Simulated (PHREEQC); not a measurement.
NaOH is added in steps, without added water, to 1 kg of water holding 0.016 mol/kgw HNO3, 0.0047 mol/kgw FeCl3 and 5.9e-05 mol/kgw MnSO4, at 70 °C. No oxygen is let in. CO2 from the air is kept out. Only these solids could form: Hematite, Pyrochroite, Jarosite-Na, Halite, Mirabilite.

Base run: PHREEQC, ion-association model, wateq4f.dat. Each further column changes one thing. The table gives pH.

```json
[
 {"NaOH added (mol)": "0", "base": "1.59", "0.00047 mol/kgw LiOH added": "1.59", "FeCl3 from 0.0047 to 0.00517 mol/kgw": "1.57", "FeCl3 from 0.0047 to 0.00705 mol/kgw": "1.50", "no solid may form": "1.79"},
 {"NaOH added (mol)": "0.003", "base": "1.63", "0.00047 mol/kgw LiOH added": "1.64", "FeCl3 from 0.0047 to 0.00517 mol/kgw": "1.61", "FeCl3 from 0.0047 to 0.00705 mol/kgw": "1.54", "no solid may form": "1.86"},
 {"NaOH added (mol)": "0.005", "base": "1.66", "0.00047 mol/kgw LiOH added": "1.67", "FeCl3 from 0.0047 to 0.00517 mol/kgw": "1.64", "FeCl3 from 0.0047 to 0.00705 mol/kgw": "1.56", "no solid may form": "1.91"},
 {"NaOH added (mol)": "0.008", "base": "1.72", "0.00047 mol/kgw LiOH added": "1.73", "FeCl3 from 0.0047 to 0.00517 mol/kgw": "1.69", "FeCl3 from 0.0047 to 0.00705 mol/kgw": "1.60", "no solid may form": "2.00"},
 {"NaOH added (mol)": "0.011", "base": "1.78", "0.00047 mol/kgw LiOH added": "1.79", "FeCl3 from 0.0047 to 0.00517 mol/kgw": "1.75", "FeCl3 from 0.0047 to 0.00705 mol/kgw": "1.65", "no solid may form": "2.12"},
 {"NaOH added (mol)": "0.013", "base": "1.83", "0.00047 mol/kgw LiOH added": "1.84", "FeCl3 from 0.0047 to 0.00517 mol/kgw": "1.80", "FeCl3 from 0.0047 to 0.00705 mol/kgw": "1.69", "no solid may form": "2.21"},
 {"NaOH added (mol)": "0.016", "base": "1.92", "0.00047 mol/kgw LiOH added": "1.93", "FeCl3 from 0.0047 to 0.00517 mol/kgw": "1.88", "FeCl3 from 0.0047 to 0.00705 mol/kgw": "1.74", "no solid may form": "2.39"},
 {"NaOH added (mol)": "0.019", "base": "2.02", "0.00047 mol/kgw LiOH added": "2.04", "FeCl3 from 0.0047 to 0.00517 mol/kgw": "1.97", "FeCl3 from 0.0047 to 0.00705 mol/kgw": "1.81", "no solid may form": "2.67"},
 {"NaOH added (mol)": "0.021", "base": "2.11", "0.00047 mol/kgw LiOH added": "2.13", "FeCl3 from 0.0047 to 0.00517 mol/kgw": "2.04", "FeCl3 from 0.0047 to 0.00705 mol/kgw": "1.86", "no solid may form": "2.94"},
 {"NaOH added (mol)": "0.024", "base": "2.28", "0.00047 mol/kgw LiOH added": "2.32", "FeCl3 from 0.0047 to 0.00517 mol/kgw": "2.19", "FeCl3 from 0.0047 to 0.00705 mol/kgw": "1.95", "no solid may form": "3.61"},
 {"NaOH added (mol)": "0.027", "base": "2.57", "0.00047 mol/kgw LiOH added": "2.65", "FeCl3 from 0.0047 to 0.00517 mol/kgw": "2.41", "FeCl3 from 0.0047 to 0.00705 mol/kgw": "2.06", "no solid may form": "5.94"},
 {"NaOH added (mol)": "0.029", "base": "3.03", "0.00047 mol/kgw LiOH added": "3.27", "FeCl3 from 0.0047 to 0.00517 mol/kgw": "2.67", "FeCl3 from 0.0047 to 0.00705 mol/kgw": "2.16", "no solid may form": "6.69"},
 {"NaOH added (mol)": "0.032", "base": "10.00", "0.00047 mol/kgw LiOH added": "10.10", "FeCl3 from 0.0047 to 0.00517 mol/kgw": "9.39", "FeCl3 from 0.0047 to 0.00705 mol/kgw": "2.36", "no solid may form": "8.12"}
]
```

At this temperature some constants are extrapolated from 25 °C, and those without enthalpy data are left unchanged. In at least one series the solution becomes supersaturated in solids that the run did not let form, among them Hematite, Jarosite-Na.
